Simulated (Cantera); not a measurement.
A freely propagating, adiabatic, planar premixed flame of H2 : O2 : N2 = 1 : 0.294 : 1.11 (molar parts), equivalence ratio 1.7, unburnt at 600 K and 100000 Pa; mixture-averaged transport, grid criteria slope 0.08 and curve 0.16, no radiation.

Model: the H2/O2 subset of GRI-Mech 3.0, which has no nitrogen chemistry, integrated in Cantera. Burning velocities carry a grid error of a few per cent, more on coarse grids.

x: mole fraction of selected species; z is measured from the peak of heat release.

```
z (mm)  T (K)  u (m/s)   x H2      x O2     x HO2     x H2O      x H2O2      x OH
------  -----  -------  -----  --------  --------  --------  ----------  --------
-1.36     600     9.09  0.416     0.122     <1e-8     <1e-8       <1e-8     <1e-8
-0.904    600     9.09  0.416     0.122     <1e-8     <1e-8       <1e-8     <1e-8
-0.678    600     9.09  0.416     0.122     <1e-8     <1e-8       <1e-8     <1e-8
-0.452    600     9.09  0.416     0.122   7.59e-7   8.88e-8       <1e-8     <1e-8
-0.226    620     9.36  0.413     0.122  0.000239  0.000941  (withheld)   7.90e-5
-0.113    836     12.4  0.379     0.116  0.000162    0.0201  (withheld)  0.000717
0        1261     18.1  0.264    0.0730   6.65e-5     0.112  (withheld)   0.00314
0.113    1546     21.9  0.169    0.0183   1.62e-5     0.215  (withheld)   0.00642
0.226    1669     23.5  0.151   0.00527   4.48e-6     0.241  (withheld)   0.00762
0.452    1795     25.1  0.155   0.00256   2.06e-6     0.249  (withheld)   0.00850
0.904    1930     26.7  0.163   0.00177   1.34e-6     0.254  (withheld)   0.00875
1.81     2061     28.2  0.171   0.00110   8.30e-7     0.259  (withheld)   0.00815
3.62     2177     29.5  0.177  0.000581   4.68e-7     0.265  (withheld)   0.00678
```

What belongs in the gaps?


- -0.226, x H2O2: 3.09e-6
- -0.113, x H2O2: 8.93e-6
- 0, x H2O2: 2.54e-6
- 0.113, x H2O2: 1.47e-6
- 0.226, x H2O2: 9.65e-7
- 0.452, x H2O2: 5.86e-7
- 0.904, x H2O2: 3.19e-7
- 1.81, x H2O2: 1.70e-7
- 3.62, x H2O2: 9.11e-8
